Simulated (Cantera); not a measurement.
Equilibrium for tantalum, niobium, vanadium and zirconium in process gases: Ta(OEt)5 + H2O

Charge: 1 mol Ta(OEt)5, 0.033 mol H2O, held at 750 Torr.

Equilibrium computed with Cantera from the NASA thermochemical tables; the gas is ideal and each condensed phase is pure. Candidate condensed phases: C, C6H6, C7H8, C8H18, H2O, Ta, TaC, Ta2O5; 113 gas species. The feed counts by its element totals alone. Mutual solubility and eutectic melting of coexisting phases are not modelled. TaC: taken at fixed stoichiometry. Condensed phases not in the tables: Ta2C. Rates play no part.

| T (K) | x H2 | x CO | x CH4 | x H2O | x CO2 | x H | x C2H6 | n C(graphite) | n Ta2O5(s) | n TaC(s) |
|---|---|---|---|---|---|---|---|---|---|---|
| 873 | 0.626 | 0.0471 | 0.176 | 0.126 | 0.0252 | 3.70e-11 | 2.44e-6 | 7.18 | 0.500 | 0 |
| 923 | 0.701 | 0.0794 | 0.114 | 0.0859 | 0.0199 | 2.05e-10 | 1.58e-6 | 7.36 | 0.500 | 0 |
| 973 | 0.749 | 0.113 | 0.0722 | 0.0527 | 0.0128 | 9.36e-10 | 9.61e-7 | 7.38 | 0.500 | 0 |
| 1023 | 0.779 | 0.139 | 0.0456 | 0.0296 | 0.00687 | 3.65e-9 | 5.73e-7 | 7.34 | 0.500 | 0 |
| 1073 | 0.798 | 0.154 | 0.0292 | 0.0159 | 0.00333 | 1.25e-8 | 3.45e-7 | 7.32 | 0.500 | 0 |
| 1123 | 0.809 | 0.161 | 0.0192 | 0.00862 | 0.00157 | 3.83e-8 | 2.12e-7 | 7.33 | 0.500 | 0 |
| 1173 | 0.817 | 0.165 | 0.0130 | 0.00478 | 0.000759 | 1.07e-7 | 1.34e-7 | 7.36 | 0.500 | 0 |
| 1223 | 0.821 | 0.167 | 0.00899 | 0.00275 | 0.000382 | 2.72e-7 | 8.71e-8 | 7.38 | 0.500 | 0 |
| 1273 | 0.810 | 0.182 | 0.00616 | 0.00175 | 0.000239 | 6.42e-7 | 5.52e-8 | 7.02 | 0.445 | 0.109 |
| 1323 | 0.709 | 0.286 | 0.00342 | 0.00149 | 0.000323 | 1.34e-6 | 2.53e-8 | 3.94 | 0 | 1.00 |
| 1373 | 0.710 | 0.286 | 0.00254 | 0.000952 | 0.000186 | 2.81e-6 | 1.78e-8 | 3.94 | 0 | 1.00 |
| 1423 | 0.711 | 0.286 | 0.00192 | 0.000629 | 0.000112 | 5.60e-6 | 1.28e-8 | 3.95 | 0 | 1.00 |
x: gas mole fraction; n: condensed amount in mol.

From 873 K to 1223 K the condensed part is C(graphite) + Ta2O5(s). At 1273 K the condensed part is C(graphite) + TaC(s) + Ta2O5(s). From 1323 K to 1423 K the condensed part is C(graphite) + TaC(s).
